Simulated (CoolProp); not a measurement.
Saturation properties of R21.

Computed with CoolProp (reference Helmholtz-energy equation of state, Platzer 1990). This equation is an older, rougher fit; its heat capacities, sound speeds and derivatives of the liquid may be far off and weren't checked against measurements.

```json
[
 {"T (K)": "230.9", "p (MPa)": "0.008295", "liquid density (kg/m³)": "1517", "vapour density (kg/m³)": "0.4474", "enthalpy of vaporisation (kJ/kg)": "263.5", "surface tension (mN/m)": "28.1"},
 {"T (K)": "242.1", "p (MPa)": "0.01594", "liquid density (kg/m³)": "1493", "vapour density (kg/m³)": "0.8232", "enthalpy of vaporisation (kJ/kg)": "258.8", "surface tension (mN/m)": "26.3"},
 {"T (K)": "253.3", "p (MPa)": "0.02868", "liquid density (kg/m³)": "1469", "vapour density (kg/m³)": "1.423", "enthalpy of vaporisation (kJ/kg)": "253.8", "surface tension (mN/m)": "24.6"},
 {"T (K)": "264.5", "p (MPa)": "0.04873", "liquid density (kg/m³)": "1445", "vapour density (kg/m³)": "2.332", "enthalpy of vaporisation (kJ/kg)": "248.5", "surface tension (mN/m)": "22.8"},
 {"T (K)": "275.7", "p (MPa)": "0.07880", "liquid density (kg/m³)": "1420", "vapour density (kg/m³)": "3.649", "enthalpy of vaporisation (kJ/kg)": "242.8", "surface tension (mN/m)": "21.1"},
 {"T (K)": "286.9", "p (MPa)": "0.1220", "liquid density (kg/m³)": "1394", "vapour density (kg/m³)": "5.490", "enthalpy of vaporisation (kJ/kg)": "236.8", "surface tension (mN/m)": "19.4"},
 {"T (K)": "298", "p (MPa)": "0.1813", "liquid density (kg/m³)": "1368", "vapour density (kg/m³)": "7.958", "enthalpy of vaporisation (kJ/kg)": "230.4", "surface tension (mN/m)": "17.8"},
 {"T (K)": "309.2", "p (MPa)": "0.2616", "liquid density (kg/m³)": "1341", "vapour density (kg/m³)": "11.24", "enthalpy of vaporisation (kJ/kg)": "223.7", "surface tension (mN/m)": "16.2"},
 {"T (K)": "320.4", "p (MPa)": "0.3665", "liquid density (kg/m³)": "1312", "vapour density (kg/m³)": "15.49", "enthalpy of vaporisation (kJ/kg)": "216.6", "surface tension (mN/m)": "14.6"},
 {"T (K)": "331.6", "p (MPa)": "0.5004", "liquid density (kg/m³)": "1282", "vapour density (kg/m³)": "20.88", "enthalpy of vaporisation (kJ/kg)": "209.2", "surface tension (mN/m)": "13.0"},
 {"T (K)": "342.8", "p (MPa)": "0.6679", "liquid density (kg/m³)": "1251", "vapour density (kg/m³)": "27.64", "enthalpy of vaporisation (kJ/kg)": "201.3", "surface tension (mN/m)": "11.5"}
]
```

It boils at 282.0 K under 1 atm.

Surface tension comes from a separate correlation (Mulero 2012).
